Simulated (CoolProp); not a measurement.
Saturation properties of neopentane.

Model: reference Helmholtz-energy equation of state, Lemmon 2006, in CoolProp. It is a short technical equation, of lower accuracy than the large ones.

```csv
T (K),p (MPa),liquid density (kg/m³),vapour density (kg/m³),enthalpy of vaporisation (kJ/kg),liquid cp (kJ/(kg K)),surface tension (mN/m)
264,0.04891,620.4,1.652,329.5,2.116,14.3
271.8,0.06726,612.5,2.222,323.8,2.159,13.6
279.6,0.09062,604.4,2.933,318.0,2.202,12.8
287.3,0.1194,596.2,3.798,312.1,2.246,12.0
295.1,0.1554,587.8,4.861,305.9,2.291,11.2
302.9,0.1990,579.1,6.141,299.5,2.338,10.5
310.7,0.2514,570.2,7.668,292.7,2.387,9.72
318.4,(withheld),561.1,9.450,285.8,(withheld),8.99
326.2,0.3857,551.6,11.57,278.4,2.489,8.26
334,(withheld),541.7,14.06,270.6,2.545,7.54
341.8,0.5685,531.4,16.96,(withheld),2.603,6.83
```

Some entries are withheld; supply them.


- 318.4, p (MPa): 0.3128
- 318.4, liquid cp (kJ/(kg K)): 2.436
- 334, p (MPa): 0.4705
- 341.8, enthalpy of vaporisation (kJ/kg): 262.4

It boils at 282.7 K under 1 atm.

Surface tension comes from a separate correlation (Mulero 2014).
